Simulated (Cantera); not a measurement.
A perfectly stirred reactor is fed with C2H4 : H2 = 1 : 1.2 (molar parts), at 0.0197 atm; it is held at 1398 K, and followed from long to short residence time.

Detailed kinetics in Cantera: GRI-Mech 3.0 (53 species, 325 reactions). GRI-Mech 3.0 was tuned for natural gas; its chemistry of ethylene as a main component is partial and can be far from experiment. GRI-Mech 3.0 stops at C3 and has no aromatics, soot or wall deposition, so with more carbon than oxygen in the feed, carbon stays in small species such as C2H2 where larger ones or solid carbon would form. Radical loss at walls, strong at low pressure, is not modelled.

x: mole fraction; the columns are a selection and need not sum to one.

```json
[
 {"τ (s)": "0.93", "x C2H4": "0.203", "x H2": "0.623", "x H": "8.36e-6", "x CH2": "1.25e-10", "x CH4": "?", "x C2H6": "1.66e-5", "x C2H2": "0.172"},
 {"τ (s)": "0.31", "x C2H4": "0.336", "x H2": "0.582", "x H": "6.55e-6", "x CH2": "1.71e-10", "x CH4": "?", "x C2H6": "2.03e-5", "x C2H2": "0.0817"},
 {"τ (s)": "0.10", "x C2H4": "0.418", "x H2": "0.557", "x H": "4.31e-6", "x CH2": "1.46e-10", "x CH4": "?", "x C2H6": "1.38e-5", "x C2H2": "0.0254"},
 {"τ (s)": "0.034", "x C2H4": "0.447", "x H2": "0.548", "x H": "1.32e-6", "x CH2": "4.84e-11", "x CH4": "?", "x C2H6": "2.94e-6", "x C2H2": "0.00542"},
 {"τ (s)": "0.011", "x C2H4": "0.453", "x H2": "0.546", "x H": "2.54e-7", "x CH2": "9.41e-12", "x CH4": "?", "x C2H6": "2.61e-7", "x C2H2": "0.00133"},
 {"τ (s)": "0.0037", "x C2H4": "0.454", "x H2": "0.546", "x H": "7.83e-8", "x CH2": "2.83e-12", "x CH4": "?", "x C2H6": "3.31e-8", "x C2H2": "0.000423"},
 {"τ (s)": "0.0012", "x C2H4": "0.454", "x H2": "0.546", "x H": "2.51e-8", "x CH2": "<1e-12", "x CH4": "1.76e-10", "x C2H6": "4.53e-9", "x C2H2": "0.000135"},
 {"τ (s)": "0.00040", "x C2H4": "0.454", "x H2": "0.545", "x H": "8.34e-9", "x CH2": "<1e-12", "x CH4": "9.30e-12", "x C2H6": "7.92e-10", "x C2H2": "4.47e-5"}
]
```

**Question.** What belongs in the gaps?

**Answer.** 
- 0.93, x CH4: 0.000600
- 0.31, x CH4: 0.000234
- 0.10, x CH4: 4.96e-5
- 0.034, x CH4: 3.39e-6
- 0.011, x CH4: 9.44e-8
- 0.0037, x CH4: 4.02e-9
